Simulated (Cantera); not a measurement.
Input: 1 mol Cu2O, 96 mol H2, 0.055 mol H2O, equilibrated at 723 K and 0.630 bar.

Cantera equilibrium calculation (NASA polynomials, part measured and part estimated; ideal gas, pure solids and liquids). Candidate condensed phases: Cu, CuO, Cu(OH)2, Cu2O, H2O; 12 gas species. Kinetics and transport are ignored.

Problem. What is the equilibrium state?

Solution. x(H2): 0.989
x(H2O): 0.0110
n(Cu(s)): 2.00 mol
gas amount: 96.06 mol
log10 activity of Cu(OH)2(s) (absent): -14.94
